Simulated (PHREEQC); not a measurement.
Polishing slurry liquid

Make-up at 30 °C: 0.0097 mol/kgw K2CO3, 1.4e-05 mol/kgw H4SiO4 and 0.00048 mol/kgw H3BO3. Closed to the air; pH follows from the charge balance.

The numbers come from PHREEQC with the ion-association model, wateq4f.dat.

| Property | Result |
|---|---|
| pH | 10.80 |
| ionic strength | 0.0275 mol/kgw |
| total alkalinity | 19.4 meq/kg |

| species | molality | activity | log γ |
|---|---|---|---|
| K+ | 0.0194 | 0.0165 | -0.071 |
| CO3-2 | 0.00813 | 0.00443 | -0.264 |
| HCO3- | 0.00157 | 0.00135 | -0.066 |
| OH- | 0.00109 | 0.000922 | -0.072 |
| H2BO3- | 0.000470 | 0.000396 | -0.075 |
| H3SiO4- | 1.29e-5 | 1.10e-5 | -0.070 |
| H3BO3 | 9.80e-6 | 9.86e-6 | 0.003 |

Precipitation was switched off in this run. Complexes and solids missing from the database can't appear.
